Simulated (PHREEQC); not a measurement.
## Alkaline etch or developer: an equilibrium model

A solution holds 0.0087 mol/kgw NaOH, 0.011 mol/kgw K2SiO3 and 0.0014 mol/kgw K3PO4, at 25 °C. Closed to the air; pH follows from the charge balance.

Equilibrium calculation in PHREEQC: ion-association model, phreeqc.dat.

```yaml
pH: 12.18
ionic_strength: 0.0396 mol/kgw
total_alkalinity: 33.5 meq/kg
```

```json
[
 {"species": "K+", "molality": "0.0262", "activity": "0.0217", "log γ": "-0.082"},
 {"species": "OH-", "molality": "0.0186", "activity": "0.0154", "log γ": "-0.083"},
 {"species": "H3SiO4-", "molality": "0.00936", "activity": "0.00777", "log γ": "-0.081"},
 {"species": "Na+", "molality": "0.00870", "activity": "0.00728", "log γ": "-0.077"},
 {"species": "H2SiO4-2", "molality": "0.00161", "activity": "0.000806", "log γ": "-0.300"},
 {"species": "PO4-3", "molality": "0.000889", "activity": "0.000168", "log γ": "-0.725"},
 {"species": "HPO4-2", "molality": "0.000494", "activity": "0.000244", "log γ": "-0.306"}
]
```

This is a speciation only: nothing precipitates in the calculation. Complexes and solids missing from the database can't appear.
